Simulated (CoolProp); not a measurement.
Model: reference Helmholtz-energy equation of state, Thol 2022, in CoolProp.

Problem. For vinyl chloride, give the phase and the Z, cv (kJ/(kg K)), speed of sound (m/s), Joule-Thomson coefficient (K/MPa) at 207.5 K and 5.96 bar; 232.1 K and 5.96 bar; 273.1 K and 5.96 bar.

Solution. 
- 207.5 K and 5.96 bar: liquid; Z 0.0203, cv 0.894, speed of sound 1320, Joule-Thomson coefficient -0.416
- 232.1 K and 5.96 bar: liquid; Z 0.0190, cv 0.888, speed of sound 1190, Joule-Thomson coefficient -0.402
- 273.1 K and 5.96 bar: liquid; Z 0.0173, cv 0.903, speed of sound 990, Joule-Thomson coefficient -0.339
